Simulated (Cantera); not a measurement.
Cantera with NASA thermochemical tables; ideal gases at 1 bar, condensed phases pure. Values are per mole of reaction as written; species without (g) are pure solids or liquids, kept so even where they would boil at 1 bar.

**Question.** Between 450 and 750 K, where is each reaction favourable under standard conditions?
- Na2SO4 ⇌ SO2(g) + 2 Na + O2(g)

**Answer.** 
- Na2SO4 ⇌ SO2(g) + 2 Na + O2(g): ΔG° is 907 kJ at 450 K and 789 kJ at 750 K; it stays positive (K < 1). ΔH° is 1074 kJ and ΔS° 380 J/K at 750 K.
